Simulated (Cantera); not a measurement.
Feed: 1 mol SiH2Cl2, 0.14 mol H2O, 190 mol N2.

Equilibrium computed with Cantera from the NASA thermochemical tables; the gas is ideal and each condensed phase is pure. Candidate condensed phases: H2O, NH4Cl, Si, SiO2, Si2N2O, Si3N4; 47 gas species. N2 is the only nitrogen source here; it is nearly inert below about 1500 K, so the nitride shown seldom forms there in practice. Mutual solubility and eutectic melting of coexisting phases are not modelled. The tables' values for SiCl3 are old estimates. Kinetics and transport are ignored.

### Question
What condenses at these points (T in °C, P in Pa): (1252, 5); (1502, 710); (1302, 13); (1502, 710); (1352, 98); (1402, 37000); (1552, 13)?

### Answer
| T (°C) | P in Pa | condensed phases | Si condensed (%) |
|---|---|---|---|
| 1252 | 5 | Si | 1.6 |
| 1502 | 710 | Si3N4 | 4.0 |
| 1302 | 13 | gas only | 0.0 |
| 1502 | 710 | Si3N4 | 4.0 |
| 1352 | 98 | Si3N4 | 11.2 |
| 1402 | 37000 | Si2N2O + Si3N4 | 68.9 |
| 1552 | 13 | gas only | 0.0 |
